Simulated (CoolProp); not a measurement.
Hexamethyldisiloxane (MM) along the isotherm 503.9 K: Z from the reference equation and from simpler models built on Tc = 518.7 K, pc = 19.31 bar, ω = 0.418; each cubic takes its own stable root.

The numbers come from the reference Helmholtz-energy equation of state, Thol 2016 in CoolProp.

```csv
p (bar),phase,reference
0.805,gas,0.9833
1.61,gas,0.9662
2.41,gas,0.9488
3.22,gas,0.9307
4.02,gas,0.9123
4.83,gas,0.8931
5.63,gas,0.8735
6.44,gas,0.8530
7.24,gas,0.8320
8.05,gas,0.8099
8.85,gas,0.7872
9.66,gas,0.7630
```

How far does each simpler model (Pitzer virial, van der Waals, Redlich-Kwong, Soave-Redlich-Kwong, Peng-Robinson) lie from the reference over these 12 states: mean and median of the absolute difference, and the worst?


- Pitzer virial: mean 1.7 %, median 1.2 %, worst +5.3 % at 503.9 K and 9.66 bar
- van der Waals: mean 2.9 %, median 2.6 %, worst +6.2 % at 503.9 K and 9.66 bar
- Redlich-Kwong: mean 1.1 %, median 1.0 %, worst +2.6 % at 503.9 K and 9.66 bar
- Soave-Redlich-Kwong: mean 0.8 %, median 0.7 %, worst +1.7 % at 503.9 K and 9.66 bar
- Peng-Robinson: mean 0.5 %, median 0.5 %, worst -0.7 % at 503.9 K and 9.66 bar
